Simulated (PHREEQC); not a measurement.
Make-up at 20 °C: 0.1 mol/kgw HF, 6.2e-05 mol/kgw NH4HF2 and 4.8e-05 mol/kgw H2SiF6. Closed to the air; pH follows from the charge balance.

All values are PHREEQC results (ion-association model, wateq4f.dat), not measurements.

| quantity | before | after |
|---|---|---|
| pH | 2.11 | 2.26 |
| ionic strength (mol/kgw) | 0.00848 | 0.00600 |
| HF (mol/kgw) | 0.0644 | 0.0357 |
| H2F2 (mol/kgw) | 0.0129 | 0.00397 |
| F- (mol/kgw) | 0.00673 | 0.00517 |
| HF2- (mol/kgw) | 0.00160 | 0.000679 |
| SI of Quartz (SiO2) | -9.07 | -7.80 |

Task: Name the change that produced these shifts.
(A) H2SiF6 from 4.8e-05 to 4.8e-06 mol/kgw
(B) temperature from 20 to 65 °C
(C) H2SiF6 from 4.8e-05 to 9.6e-05 mol/kgw
(D) HF replaced by NH4BF4 at the same molality
(E) HF from 0.1 to 0.05 mol/kgw

Result: E, HF from 0.1 to 0.05 mol/kgw

Precipitation was switched off in this run. wateq4f.dat counts part of the HF as a dimer, H2F2, which phreeqc.dat doesn't know; its constant is uncertain. SiF6-2 is the database's only silicon fluoride.
